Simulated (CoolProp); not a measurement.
Saturation properties of isobutene.

The numbers come from the reference Helmholtz-energy equation of state, Lemmon 2005 in CoolProp. It is a short technical equation, of lower accuracy than the large ones.

```csv
T (°C),p (MPa),enthalpy of vaporisation (kJ/kg),liquid cp (kJ/(kg K))
0.05,0.1325,384.8,2.254
7.15,0.1708,377.8,2.287
14.35,0.2179,370.4,2.322
21.45,0.2735,362.8,2.359
28.55,0.3391,354.9,2.397
35.65,0.4160,346.7,2.439
42.75,0.5053,338.0,2.483
49.85,0.6081,328.9,2.531
56.95,0.7256,319.4,2.583
64.05,0.8592,309.2,2.641
71.15,1.010,298.4,2.705
78.25,1.180,286.9,2.778
```

It boils at -7.0 °C under 1 atm.
